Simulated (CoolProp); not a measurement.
Vapour-liquid equilibrium of o-xylene (1) + n-nonane (2) at 343.7 K; x and y are mole fractions of (1).

Values from CoolProp's multi-fluid Helmholtz-energy mixture model, Zhou 2012 and Lemmon 2006; pair parameters Bell 2016.

```tsv
x	bubble pressure (MPa)	y at the bubble point	dew pressure at overall composition x (MPa)	liquid density (mol/L)
0.05	0.006679	0.079	?	5.377
0.2	?	0.281	0.007015	5.673
0.35	0.007723	0.442	0.007453	5.999
0.5	?	0.577	?	?
0.65	0.008375	0.699	0.008273	6.759
0.8	?	0.819	0.008537	7.204
0.95	0.008638	0.951	0.008638	?
```

### Question
Some entries are withheld; supply them.

### Answer

- 0.05, dew pressure at overall composition x (MPa): 0.006601
- 0.2, bubble pressure (MPa): 0.007250
- 0.5, bubble pressure (MPa): 0.008096
- 0.5, dew pressure at overall composition x (MPa): 0.007889
- 0.5, liquid density (mol/L): 6.359
- 0.8, bubble pressure (MPa): 0.008559
- 0.95, liquid density (mol/L): 7.704

No azeotrope shows between x = 0.05 and 0.95.

Pair parameters are fitted to limited data, so mixtures are less certain than the pure fluids.
